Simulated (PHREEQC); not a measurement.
Solution (50 °C): 0.067 mol/kgw NaHSO4, 0.0001 mol/kgw Na2CO3 and 0.004 mol/kgw LiCl. Closed to the air; pH follows from the charge balance.

Computed with PHREEQC (ion-association model, wateq4f.dat).

### Question
The ionic strength comes out as 0.118 mol/kgw. What activity coefficients do NaSO4-, Cl-, SO4-2, Li+, Na+ get?

### Answer
NaSO4- 0.77, Cl- 0.74, SO4-2 0.34, Li+ 0.78, Na+ 0.76.

This is a speciation only: nothing precipitates in the calculation. Constants without temperature data keep their 25 °C values here.
